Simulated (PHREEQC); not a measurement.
Make-up at 20 °C: 0.016 mol/kgw NH4Cl, 0.019 mol/kgw K2HPO4 and 0.11 mol/kgw NaCl. Closed to the air; pH follows from the charge balance.

All values are PHREEQC results (ion-association model, phreeqc.dat), not measurements.

No solid was allowed to form.

Estimate the pH.

pH 8.22.

In which forms is P present?

HPO4-2 89 %, NaHPO4- 5.9 %, H2PO4- 3.6 %, KHPO4- 1.9 % of the P.
